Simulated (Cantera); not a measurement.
Charge: 1 mol MgO, 0.11 mol H₂, at 2450 K.

These are equilibrium values from Cantera (NASA tables, ideal gas, pure condensed phases), not measurements of a reactor. Candidate condensed phases: H₂O, Mg, MgO, Mg(OH)₂; 15 gas species. Kinetics and transport are ignored.

### Question
Which condensed phases are stable at each of these points (P (Pa)): 1, 7.20, 52, 370, 2700, 19000, 140000, 1000000?

### Answer
```csv
P (Pa),condensed phases,Mg condensed (%)
1,gas only,0.0
7.20,gas only,0.0
52,gas only,0.0
370,MgO(s),90.9
2700,MgO(s),96.5
19000,MgO(s),98.6
140000,MgO(s),99.5
1000000,MgO(s),99.8
```

From 1.00 Pa to 52.0 Pa nothing is condensed. From 3.70 mbar to 10.0 bar the condensed part is MgO(s).
